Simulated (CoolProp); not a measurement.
Vapour-liquid equilibrium of ethylene (1) + 1-butene (2) at 196.5 K; x and y are mole fractions of (1).

Model: multi-fluid Helmholtz-energy mixture model, Smukala 2000 and Lemmon 2005; pair parameters Bell 2016, in CoolProp.

| x | bubble pressure (bar) | y at the bubble point | dew pressure at overall composition x (bar) | liquid density (mol/L) |
|---|---|---|---|---|
| 0.05 | 0.2223 | ? | 0.02111 | 12.76 |
| 0.2 | ? | 0.979 | 0.02506 | 13.54 |
| 0.35 | 1.405 | 0.990 | 0.03081 | 14.40 |
| 0.5 | 1.985 | 0.994 | 0.03999 | 15.33 |
| 0.65 | ? | 0.997 | 0.05695 | 16.33 |
| 0.8 | 3.132 | 0.998 | ? | 17.38 |
| 0.95 | ? | 1.000 | 0.3750 | 18.44 |

**Question.** What belongs in the gaps?

**Answer.** 
- 0.05, y at the bubble point: 0.913
- 0.2, bubble pressure (bar): 0.8181
- 0.65, bubble pressure (bar): 2.559
- 0.8, dew pressure at overall composition x (bar): 0.09889
- 0.95, bubble pressure (bar): 3.725

No azeotrope shows between x = 0.05 and 0.95.

The pair parameters rest on a limited set of measurements; away from them the model extrapolates. The gap from Raoult's law changes sign with composition, which may be real or a fault of the pair parameters; it wasn't checked against measurements.
